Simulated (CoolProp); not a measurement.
R142b at 419.53 K and 0.141 MPa flows at 19 m/s in a round tube of 12.7 mm bore and 15 µm roughness, fully developed (64/Re and Nu = 3.66 if laminar; Colebrook and Gnielinski if turbulent). Each further row changes one setting.

The numbers come from the reference Helmholtz-energy equation of state, Lemmon 2006 in CoolProp. It is a short technical equation, of lower accuracy than the large ones.

| case | Reynolds number | Darcy friction factor | pressure drop (Pa/m) | heat-transfer coefficient (W/(m² K)) | mass flow (kg/h) |
|---|---|---|---|---|---|
| as stated | … | 0.0236 | … | 269 | 35.6 |
| velocity 38 m/s | 136000 | 0.0222 | 5190 | … | 71.2 |
| diameter 25.4 mm | 136000 | 0.0200 | … | 226 | 142 |

Q: Some entries are withheld; supply them.

A: 
- as stated, Reynolds number: 68100
- as stated, pressure drop (Pa/m): 1380
- velocity 38 m/s, heat-transfer coefficient (W/(m² K)): 507
- diameter 25.4 mm, pressure drop (Pa/m): 583

Viscosity comes from a separate model (Huber 2003), an estimate that may be off by 10 % or more. Thermal conductivity comes from a separate model (Huber 2003), an estimate that may be off by 10 % or more.
